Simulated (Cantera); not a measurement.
Input: 1 mol Al(CH₃)₃, 11 mol N₂, 1.3 mol H₂, 1.3 mol N₂O, at 1148 K and 8.80 mbar.

Method: chemical equilibrium by Gibbs-energy minimisation in Cantera with the NASA 1993 tables (ideal gas, pure condensed phases). Candidate condensed phases: Al, AlN, Al₂O₃, C, C₆H₆, C₇H₈, C₈H₁₈, H₂O; 148 gas species. The feed counts by its element totals alone. Mutual solubility and eutectic melting of coexisting phases are not modelled. Rates play no part.

### Question
What is the equilibrium state?

### Answer
x(N₂): 0.678
x(H₂): 0.321
x(CO): 0.00103
x(CH₄): 2.16e-5
x(HCN): 1.90e-5
n(AlN(s)): 0.146 mol
n(Al₂O₃(s)): 0.427 mol
n(C(graphite)): 2.98 mol
gas amount: 18.05 mol
log10 activity of Al(l) (absent): -7.73
